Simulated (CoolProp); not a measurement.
Ethylbenzene at 378.78 K and 0.824 MPa is throttled through a valve to 0.577 MPa with no heat exchange. Each further row changes one setting.

Model: reference Helmholtz-energy equation of state, Zhou 2012, in CoolProp.

| case | temperature change (K) | final density (kg/m³) |
|---|---|---|
| as stated | … | 790 |
| outlet pressure 0.173 MPa | … | 790 |
| outlet pressure 0.75 MPa | … | … |

**Question.** Complete the blanks.

**Answer.** 
- as stated, temperature change (K): +0.1
- outlet pressure 0.173 MPa, temperature change (K): +0.2
- outlet pressure 0.75 MPa, temperature change (K): +0.0
- outlet pressure 0.75 MPa, final density (kg/m³): 791
